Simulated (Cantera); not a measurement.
Charge: 1 mol Si, a varied amount of NF3, equilibrated at 10.0 Pa.

These are equilibrium values from Cantera (NASA tables, ideal gas, pure condensed phases), not measurements of a reactor. Candidate condensed phases: Si, Si3N4; 16 gas species. The tables' values for SiF2, SiF3 are old estimates. Rates play no part.

Problem. What condenses at these points (T in K, n(NF3) in mol): (1575, 3.2); (1575, 1.1); (675, 1); (1125, 4.1); (1500, 0.88); (675, 1.5)?

Solution. 
| T (K) | n(NF3) in mol | condensed phases | Si condensed (%) |
|---|---|---|---|
| 1575 | 3.2 | gas only | 0.0 |
| 1575 | 1.1 | gas only | 0.0 |
| 675 | 1 | Si3N4 | 25.0 |
| 1125 | 4.1 | gas only | 0.0 |
| 1500 | 0.88 | Si | 12.3 |
| 675 | 1.5 | gas only | 0.0 |
